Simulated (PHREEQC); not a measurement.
Consider water at 25 °C with 0.012 mol/kgw PbCl2. It is in equilibrium with CO2 at log p = -1 (atm). Otherwise closed; pH follows from the charge balance.

Model: ion-association model, phreeqc.dat, run in PHREEQC.

Each row changes one thing in this solution. No solid was allowed to form.

| case | pH | ionic strength (mol/kgw) | Cl- (mol/kgw) | Pb+2 (mol/kgw) | PbCl+ (mol/kgw) | PbCl2 (mol/kgw) | SI of Cerussite (PbCO3) | SI of Pb(OH)2 (Pb(OH)2) |
|---|---|---|---|---|---|---|---|---|
| as made | 4.07 | 0.0286 | 0.0203 | 0.00831 | 0.00353 | 8.16e-5 | -0.23 | -2.36 |
| temperature from 25 to 15 °C | (withheld) | 0.0297 | 0.0208 | 0.00884 | 0.00298 | 8.60e-5 | (withheld) | -2.77 |
| diluted 5-fold with water | 4.23 | 0.00665 | 0.00453 | 0.00210 | 0.000267 | 1.61e-6 | -0.38 | -2.51 |
| diluted 100-fold with water | (withheld) | 0.000393 | 0.000239 | 0.000116 | 1.00e-6 | 3.64e-10 | (withheld) | (withheld) |
| PbCl2 from 0.012 to 0.0024 mol/kgw | 4.23 | 0.00665 | 0.00453 | 0.00210 | 0.000267 | 1.61e-6 | -0.38 | -2.51 |

Problem. Fill in the missing entries.

Solution. 
- temperature from 25 to 15 °C, pH: 4.03
- temperature from 25 to 15 °C, SI of Cerussite (PbCO3): -0.20
- diluted 100-fold with water, pH: 4.39
- diluted 100-fold with water, SI of Cerussite (PbCO3): -1.21
- diluted 100-fold with water, SI of Pb(OH)2 (Pb(OH)2): -3.34
